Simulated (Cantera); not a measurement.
## Thermodynamics of calcination and drying, feed CaCO3 + H2O + CO2

Input: 1 mol CaCO3, 0.085 mol H2O, 1.2 mol CO2, held at 1 atm.

Cantera equilibrium calculation (NASA polynomials, part measured and part estimated; ideal gas, pure solids and liquids). Candidate condensed phases: C, C6H6, C7H8, C8H18, Ca, CaCO3, CaO, Ca(OH)2, H2O; 115 gas species. Equilibrium is a limit: real reactors are often held back by kinetics, nucleation or transport.

At 875 °C the condensed part is CaCO3(calcite). From 950 °C to 1775 °C the condensed part is CaO(s).

| T (°C) | log p CO2 | log p H2O | log p CO | log p O2 | log p OH | log p H2 | log p O | n CaCO3(calcite) | n CaO(s) |
|---|---|---|---|---|---|---|---|---|---|
| 875 | -0.02 | -1.17 | -5.47 | -5.75 | -7.20 | -6.69 | -10.97 | 1.00 | 0 |
| 950 | -0.01 | -1.42 | -4.93 | -5.22 | -6.74 | -6.51 | -10.00 | 0 | 1.00 |
| 1025 | -0.01 | -1.42 | -4.46 | -4.76 | -6.22 | -6.12 | -9.15 | 0 | 1.00 |
| 1100 | -0.01 | -1.42 | -4.05 | -4.35 | -5.76 | -5.78 | -8.38 | 0 | 1.00 |
| 1175 | -0.01 | -1.42 | -3.68 | -3.98 | -5.35 | -5.47 | -7.70 | 0 | 1.00 |
| 1250 | -0.01 | -1.42 | -3.35 | -3.65 | -4.98 | -5.19 | -7.08 | 0 | 1.00 |
| 1325 | -0.01 | -1.42 | -3.05 | -3.35 | -4.64 | -4.94 | -6.52 | 0 | 1.00 |
| 1400 | -0.01 | -1.42 | -2.78 | -3.08 | -4.33 | -4.71 | -6.01 | 0 | 1.00 |
| 1475 | -0.01 | -1.43 | -2.53 | -2.83 | -4.05 | -4.50 | -5.55 | 0 | 1.000 |
| 1550 | -0.01 | -1.43 | -2.30 | -2.60 | -3.80 | -4.30 | -5.12 | 0 | 1.000 |
| 1625 | -0.02 | -1.43 | -2.09 | -2.39 | -3.56 | -4.12 | -4.73 | 0 | 1.000 |
| 1700 | -0.02 | -1.43 | -1.90 | -2.20 | -3.34 | -3.96 | -4.37 | 0 | 1.000 |
| 1775 | -0.02 | -1.43 | -1.72 | -2.03 | -3.14 | -3.81 | -4.03 | 0 | 1.000 |
log p: log10 of the partial pressure in bar; n: condensed amount in mol.
